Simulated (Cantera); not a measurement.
What does this Cantera script print?

```python
import numpy as np
import cantera as ct

gas = ct.Solution("gri30.yaml")
gas.TPX = 1475, 12000, {'CH4': 1, 'CO2': 0.67}
inlet = ct.Reservoir(gas, clone=True)

reactor = ct.IdealGasConstPressureReactor(gas, energy="off", clone=False)
exhaust = ct.Reservoir(gas, clone=True)
tau = [1.1, 0.37, 0.13, 0.044, 0.015, 0.0053, 0.0018][0]
for a, b in ((inlet, reactor), (reactor, exhaust)):
    ct.MassFlowController(a, b, mdot=lambda t: reactor.mass / tau)
net = ct.ReactorNet([reactor])
show = ['CH4', 'CO2', 'C2H6', 'CH2', 'H2O', 'H']

rows = []
print(f"{'tau/s':>10s}{'T/K':>9s}" + "".join(f"{s:>11s}" for s in show))
for tau in [1.1, 0.37, 0.13, 0.044, 0.015, 0.0053, 0.0018]:
    net.initial_time = 0.0
    net.advance(30 * tau)
    before = gas.X
    net.advance(40 * tau)
    drift = np.max(np.abs(gas.X - before) / (gas.X + 1e-9))
    rows.append([gas.T, *gas[show].X, drift])
    print(f"{tau:10.3e}{gas.T:9.1f}" + "".join(f"{x:11.3e}" for x in gas[show].X))
```

It prints:

```
     tau/s      T/K        CH4        CO2       C2H6        CH2        H2O          H
 1.100e+00   1475.0  4.229e-01  3.217e-01  3.597e-04  7.762e-09  3.530e-02  4.446e-06
 3.700e-01   1475.0  5.157e-01  3.737e-01  5.731e-04  9.041e-09  7.792e-03  2.459e-06
 1.300e-01   1475.0  5.658e-01  3.930e-01  7.099e-04  9.849e-09  1.273e-03  1.083e-06
 4.400e-02   1475.0  5.893e-01  3.995e-01  5.869e-04  8.064e-09  1.367e-04  3.379e-07
 1.500e-02   1475.0  5.966e-01  4.009e-01  2.749e-04  4.354e-09  1.402e-05  1.013e-07
 5.300e-03   1475.0  5.983e-01  4.011e-01  7.829e-05  1.779e-09  2.235e-06  4.567e-08
 1.800e-03   1475.0  5.986e-01  4.012e-01  1.149e-05  5.066e-10  4.894e-07  2.945e-08
```

Cantera simulation using GRI-Mech 3.0 (53 species, 325 reactions); the numbers are that mechanism's predictions, not measurements.
